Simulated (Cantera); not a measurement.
A Cantera script and what it prints.

```python
import numpy as np
import cantera as ct

gas_names = """
    F F2 H HF H2 H2F2 H3F3 H4F4 H5F5 H6F6 H7F7 Mg MgF MgF2 MgH MgN Mg2 Mg2F4 N NF NF2 NF3 NH NH2 NH3 N2
    N2H2 N2H4
""".split()
cond_names = """
    Mg(cr) Mg(L) MgF2(s) MgF2(L)
""".split()


# ... load() reads the species with a 1 bar reference pressure and builds the phases ...
atoms = {
    'MgF2': {'Mg': 1, 'F': 2},
    'H2': {'H': 2},
    'N2': {'N': 2},
}
top_T = {}  # K; cautious upper limits of use, not melting points


# ... equilibrate(T, P, feed) seeds the gas with the atoms and calls Mixture.equilibrate('TP', solver="vcs", rtol=1e-11, max_steps=5000) ...
results = []
feed = {'MgF2': 1, 'H2': 1, 'N2': 250}  # mol
T = 1275  # K
P = 470  # Pa
mix = equilibrate(T, P, feed)
results.append((T, P, feed, dict(zip(mix.species_names, mix.species_moles))))
print(gas.report(threshold=1e-06))
for i in range(1, mix.n_phases):
    print(f"{mix.phase(i).name:16s} {mix.phase_moles(i):12.5e} mol")
```

Output:

```
       temperature   1275 K
          pressure   470 Pa
           density   0.0012375 kg/m^3
  mean mol. weight   27.913 kg/kmol
   phase of matter   gas

                          1 kg             1 kmol
                     ---------------   ---------------
          enthalpy         1.095e+06        3.0563e+07  J
   internal energy        7.1517e+05        1.9962e+07  J
           entropy             10061        2.8083e+05  J/K
    Gibbs function       -1.1733e+07       -3.2749e+08  J
 heat capacity c_p              1216             33943  J/K
 heat capacity c_v            918.15             25628  J/K

                      mass frac. Y      mole frac. X     chem. pot. / RT
                     ---------------   ---------------   ---------------
                HF        7.9237e-05        0.00011055           -63.503
                H2        0.00028368         0.0039278           -29.042
                Mg        4.6809e-05        5.3758e-05           -20.911
               MgF        4.7031e-06        3.0315e-06           -69.893
              MgF2        0.00013254        5.9381e-05           -118.87
                N2           0.99945           0.99584           -30.891
     [  +22 minor]        3.7533e-08         6.784e-07

Mg(L)             0.00000e+00 mol
MgF2(s)           9.70834e-01 mol
```

Equilibrium computed with Cantera from the NASA thermochemical tables; the gas is ideal and each condensed phase is pure.
